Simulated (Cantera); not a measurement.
**Premixed flame**

A freely propagating, adiabatic, planar premixed flame of CO : H₂ : O₂ : N₂ = 1 : 0.057 : 0.378 : 1.25 (molar parts), unburnt at 700 K and 1.01 bar; mixture-averaged transport, grid criteria slope 0.08 and curve 0.16, no radiation.

Computed with Cantera and GRI-Mech 3.0 (53 species, 325 reactions). Burning velocities carry a grid error of a few per cent, more on coarse grids.

| z (mm) | T (K) | u (m/s) | x CO | x H₂ | x O₂ | x O | x H | x HO₂ |
|---|---|---|---|---|---|---|---|---|
| -2.76 | 700 | 2.62 | 0.372 | 0.0212 | 0.141 | <1e-8 | <1e-8 | <1e-8 |
| -1.84 | 700 | 2.62 | 0.372 | 0.0212 | 0.141 | <1e-8 | <1e-8 | <1e-8 |
| -1.38 | 700 | 2.62 | 0.372 | 0.0212 | 0.141 | <1e-8 | <1e-8 | <1e-8 |
| -0.919 | 700 | 2.62 | 0.372 | 0.0212 | 0.141 | <1e-8 | <1e-8 | 9.26e-8 |
| -0.460 | 702 | 2.62 | 0.373 | 0.0205 | 0.141 | 1.26e-6 | 4.05e-6 | 5.04e-5 |
| -0.230 | 809 | 3.01 | 0.368 | 0.0172 | 0.137 | 0.000207 | 0.000655 | 0.000153 |
| 0 | 1240 | 4.53 | 0.325 | 0.00648 | 0.106 | 0.00877 | 0.00855 | 4.35e-5 |
| 0.230 | 1586 | 5.65 | 0.259 | 0.00210 | 0.0623 | 0.0244 | 0.0162 | 1.44e-5 |
| 0.460 | 1771 | 6.19 | 0.227 | 0.00218 | 0.0451 | 0.0263 | 0.0175 | 8.05e-6 |
| 0.919 | 1955 | 6.74 | 0.212 | 0.00246 | 0.0382 | 0.0214 | 0.0137 | 5.13e-6 |
| 1.84 | 2139 | 7.27 | 0.201 | 0.00247 | 0.0338 | 0.0150 | 0.00884 | 3.18e-6 |
| 3.68 | 2312 | 7.76 | 0.188 | 0.00228 | 0.0279 | 0.00975 | 0.00541 | 1.84e-6 |
| 7.35 | 2463 | 8.17 | 0.174 | 0.00203 | 0.0213 | 0.00598 | 0.00328 | 1.24e-6 |
x: mole fraction of selected species; z is measured from the peak of heat release.

```
Property                    Result
------------------------  --------
laminar burning velocity  262 cm/s
thermal thickness         0.919 mm
peak x(O)                   0.0266
peak x(H)                   0.0176
peak x(HO₂)               0.000179
grid points                    148
```
